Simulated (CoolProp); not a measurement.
Vapour-liquid equilibrium of n-decane (1) + n-dodecane (2) at 0.0506 MPa; x and y are mole fractions of (1).

Model: multi-fluid Helmholtz-energy mixture model, Lemmon 2006 and Lemmon 2004; pair parameters Bell 2016, in CoolProp.

```csv
x,bubble temperature (K),y at the bubble point,dew temperature at overall composition x (K),liquid density (mol/L)
0.05,459.2,0.124,461.1,3.669
0.15,453.4,0.331,458.5,3.746
0.25,448.1,0.492,455.8,3.822
0.35,443.3,0.618,452.8,3.898
0.45,439.0,0.716,449.6,3.974
0.55,435.2,0.793,446.0,4.050
0.65,431.7,0.855,442.0,4.126
0.75,428.6,0.906,437.4,4.204
0.85,425.7,0.948,432.0,4.283
0.95,423.1,0.984,425.6,4.363
```

No azeotrope shows between x = 0.05 and 0.95.

The pair parameters rest on a limited set of measurements; away from them the model extrapolates.
